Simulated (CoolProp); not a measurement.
A closed Brayton cycle with carbon dioxide: compressor inlet 306.15 K and 8 MPa, high pressure 27.9 MPa, turbine inlet 660 K, compressor efficiency 0.89, turbine efficiency 0.9, recuperator effectiveness 0.8 (on enthalpy, no pinch check). Each further row changes one setting.

Values from CoolProp's reference Helmholtz-energy equation of state, Span 1996.

```csv
case,thermal efficiency (%),net work (kJ/kg),compressor to turbine work,compressor exit (K),turbine exit (K)
as stated,(withheld),89.9,0.26,345.3,529.2
turbine inlet 610 K,27.1,(withheld),0.29,345.3,(withheld)
compressor inlet 316.15 K,26.2,63.9,0.47,411.8,529.2
high pressure 23.7 MPa,(withheld),82.3,0.24,339.3,545.9
recuperator effectiveness 0.5,23.9,89.9,0.26,345.3,529.2
```

Question: Complete the blanks.

Answer: 
- as stated, thermal efficiency (%): 29.1
- turbine inlet 610 K, net work (kJ/kg): 77.3
- turbine inlet 610 K, turbine exit (K): 484.1
- high pressure 23.7 MPa, thermal efficiency (%): 27.7
